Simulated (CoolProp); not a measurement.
Saturation properties of decamethyltetrasiloxane (MD2M).

Computed with CoolProp (reference Helmholtz-energy equation of state, Thol 2017).

```csv
T (K),p (bar),vapour density (kg/m³),liquid cp (kJ/(kg K))
388.3,0.08665,0.8431,1.939
395.7,0.1153,1.104,1.956
403.2,0.1519,1.432,1.972
410.6,0.1967,1.828,1.989
418.1,0.2525,2.316,2.005
425.5,0.3194,2.893,2.021
433,0.4009,3.590,2.038
440.4,0.4968,4.404,2.054
447.9,0.6116,5.371,2.070
455.3,0.7442,6.486,2.087
462.8,0.9007,7.797,2.103
```

It boils at 467.6 K under 1 atm.
